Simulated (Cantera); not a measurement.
**Premixed flame**

A freely propagating, adiabatic, planar premixed flame of H2 : O2 : N2 = 1 : 0.357 : 1.34 (molar parts), equivalence ratio 1.4, unburnt at 425 K and 5.00 bar; unity-Lewis-number transport, grid criteria slope 0.08 and curve 0.16, no radiation.

Model: the H2/O2 subset of GRI-Mech 3.0, which has no nitrogen chemistry, integrated in Cantera. The hydrogen kinetics of GRI-Mech 3.0 are dated; newer H2 mechanisms differ, most at raised pressure. Unity Lewis numbers drop preferential diffusion, which matters most where H2 and H carry the flame. Burning velocities carry a grid error of a few per cent, more on coarse grids.

| z (mm) | T (K) | u (m/s) | x H2 | x O2 | x HO2 | x H2O | x H | x H2O2 |
|---|---|---|---|---|---|---|---|---|
| -0.141 | 425 | 3.30 | 0.371 | 0.132 | 2.50e-8 | 1.05e-6 | <1e-8 | <1e-8 |
| -0.0939 | 425 | 3.30 | 0.371 | 0.132 | 4.41e-7 | 1.86e-5 | <1e-8 | 6.09e-8 |
| -0.0704 | 426 | 3.31 | 0.371 | 0.132 | 2.79e-6 | 0.000118 | <1e-8 | 3.83e-7 |
| -0.0470 | 433 | 3.36 | 0.370 | 0.132 | 2.46e-5 | 0.00103 | <1e-8 | 3.22e-6 |
| -0.0235 | 580 | 4.46 | 0.355 | 0.124 | 0.000473 | 0.0191 | 1.69e-5 | 3.65e-5 |
| -0.0117 | 957 | 7.18 | 0.310 | 0.100 | 0.000651 | 0.0713 | 0.00304 | 4.57e-5 |
| 0 | 1418 | 10.3 | 0.222 | 0.0588 | 0.000250 | 0.159 | 0.0247 | 1.21e-5 |
| 0.0117 | 1713 | 12.2 | 0.149 | 0.0248 | 8.87e-5 | 0.228 | 0.0471 | 3.30e-6 |
| 0.0235 | 1871 | 13.2 | 0.121 | 0.0104 | 3.39e-5 | 0.258 | 0.0503 | 2.09e-6 |
| 0.0470 | 2028 | 14.1 | 0.114 | 0.00375 | 1.16e-5 | 0.275 | 0.0403 | 1.14e-6 |
| 0.0939 | 2162 | 14.9 | 0.115 | 0.00168 | 5.11e-6 | 0.285 | 0.0269 | 6.07e-7 |
| 0.188 | 2261 | 15.4 | 0.118 | 0.000715 | 2.16e-6 | 0.293 | 0.0166 | 3.29e-7 |
| 0.376 | 2325 | 15.8 | 0.119 | 0.000264 | 7.47e-7 | 0.298 | 0.00975 | 1.63e-7 |
x: mole fraction of selected species; z is measured from the peak of heat release.

| Item | Result |
|---|---|
| laminar burning velocity | 330 cm/s |
| thermal thickness | 0.0470 mm |
| peak x(HO2) | 0.000768 |
| peak x(H) | 0.0508 |
| peak x(H2O2) | 4.92e-5 |
| grid points | 114 |
